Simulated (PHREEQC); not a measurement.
2.6 g of hydrous ferric oxide (600 m²/g; 0.2 weak and 0.005 strong sites per Fe, Dzombak-Morel constants, diffuse double layer) in 1 kg of water with 0.05 mol/kgw of an inert sodium salt and 6.1e-06 mol ZnCl2, at 25 °C; the pH is set by adding NaOH or the inert anion's acid. O2 is buffered at 0.21 atm. No CO2 enters from the air. Precipitation was switched off in this run.

The series has 17 steps of pH, from 4 to 12.

All values are PHREEQC results (ion-association model, wateq4f.dat), not measurements.

**Question.** Near which pH is half of the Zn sorbed, and on which side is more sorbed?

**Answer.** Near pH 5.4, with more sorbed at higher pH.
